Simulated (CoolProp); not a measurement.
R143a along the isotherm -16.35 °C: Z from the reference equation and from simpler models built on Tc = 72.7 °C, pc = 3.762 MPa, ω = 0.261; each cubic takes its own stable root.

Values from CoolProp's reference Helmholtz-energy equation of state, Lemmon and Jacobsen 2000.

| p (MPa) | phase | reference |
|---|---|---|
| 4.7 | liquid | 0.1690 |
| 9.4 | liquid | 0.3332 |
| 14.1 | liquid | 0.4934 |
| 18.8 | liquid | 0.6504 |
| 23.5 | liquid | 0.8047 |
| 28.2 | liquid | 0.9566 |
| 32.9 | liquid | 1.106 |
| 37.6 | liquid | 1.254 |

**Question.** How far does each simpler model (van der Waals, Soave-Redlich-Kwong, Peng-Robinson) lie from the reference over these 8 states: mean and median of the absolute difference, and the worst?

**Answer.** 
- van der Waals: mean 65.6 %, median 64.4 %, worst +73.0 % at -16.35 °C and 4.7 MPa
- Soave-Redlich-Kwong: mean 16.1 %, median 15.9 %, worst +17.8 % at -16.35 °C and 4.7 MPa
- Peng-Robinson: mean 3.4 %, median 3.2 %, worst +4.3 % at -16.35 °C and 4.7 MPa
